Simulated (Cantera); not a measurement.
Feed: 1 mol CH₄, a varied amount of CO₂, equilibrated at 675 K and 1.00 bar.

Method: chemical equilibrium by Gibbs-energy minimisation in Cantera with the NASA 1993 tables (ideal gas, pure condensed phases). Candidate condensed phases: C, C₆H₆, C₇H₈, C₈H₁₈, H₂O; 110 gas species. Kinetics and transport are ignored.

log p: log10 of the partial pressure in bar; n: condensed amount in mol.

| n(CO₂) (mol) | log p CH₄ | log p H₂O | log p H₂ | log p CO₂ | log p CO | log p C₂H₆ | log p HCOOH | n C(graphite) |
|---|---|---|---|---|---|---|---|---|
| 0.02 | -0.13 | -1.47 | -0.65 | -3.57 | ___ | -5.17 | -10.57 | 0.169 |
| 0.029 | -0.14 | -1.31 | -0.65 | -3.25 | ___ | -5.18 | -10.26 | 0.186 |
| 0.042 | -0.15 | -1.16 | -0.66 | -2.93 | ___ | -5.20 | -9.95 | 0.210 |
| 0.061 | -0.17 | -1.01 | -0.66 | -2.62 | ___ | -5.22 | -9.64 | 0.244 |
| 0.089 | -0.19 | -0.87 | -0.68 | -2.31 | ___ | -5.26 | -9.34 | 0.293 |
| 0.13 | -0.22 | -0.73 | -0.69 | -2.00 | ___ | -5.31 | -9.05 | 0.361 |
| 0.19 | -0.27 | -0.61 | -0.72 | -1.71 | ___ | -5.38 | -8.78 | 0.452 |
| 0.27 | -0.33 | -0.50 | -0.75 | -1.44 | ___ | -5.47 | -8.55 | 0.561 |
| 0.39 | -0.41 | -0.42 | -0.79 | -1.19 | ___ | -5.59 | -8.33 | 0.701 |
| 0.57 | -0.53 | -0.35 | -0.85 | -0.94 | ___ | -5.76 | -8.14 | 0.868 |

Problem. Some entries are withheld; supply them.

Solution. 
- 0.02, log p CO: -3.82
- 0.029, log p CO: -3.67
- 0.042, log p CO: -3.51
- 0.061, log p CO: -3.35
- 0.089, log p CO: -3.20
- 0.13, log p CO: -3.04
- 0.19, log p CO: -2.89
- 0.27, log p CO: -2.76
- 0.39, log p CO: -2.63
- 0.57, log p CO: -2.51
